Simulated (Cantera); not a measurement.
A closed system holds: 1 mol Pb, 4.3 mol CO, 4.8 mol N2, held at 200 Pa.

Equilibrium computed with Cantera from the NASA thermochemical tables; the gas is ideal and each condensed phase is pure. Candidate condensed phases: C, Pb, PbO, PbO2, Pb3O4; 27 gas species. The numbers say what is thermodynamically allowed, not how fast it happens.

### Question
At 927 °C, list the 3 most abundant gas species with their mole fractions, and the condensed phases.

### Answer
N2 0.475, CO 0.426, Pb 0.0990. Condensed: gas only.
